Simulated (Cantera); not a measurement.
Feed: 1 mol SiCl4, 0.75 mol C3H8, 780 mol H2, equilibrated at 2423.15 K and 160 Pa.

These are equilibrium values from Cantera (NASA tables, ideal gas, pure condensed phases), not measurements of a reactor. The numbers say what is thermodynamically allowed, not how fast it happens.

| species | before | after |
|---|---|---|
| H2 | 0.639 | 0.639 |
| H | 0.355 | 0.355 |
| HCl | 0.00300 | 0.00300 |
| C2H2 (acetylene) | 0.00107 | 0.000714 |
| Si | 0.000991 | 0.00101 |
| C2H | 3.60e-5 | 2.40e-5 |
| SiC2 | 4.42e-5 | 2.99e-5 |
| C | 1.63e-5 | 1.33e-5 |
| Cl | 0.00118 | 0.00119 |
Gas species are given as mole fractions.

Task: What was changed between the two runs?
A) C3H8 from 0.75 to 0.5 mol
B) temperature from 2423.15 K to 1423 K
C) pressure from 160 Pa to 1400 Pa
D) H2 from 780 to 46 mol

Result: A, C3H8 from 0.75 to 0.5 mol
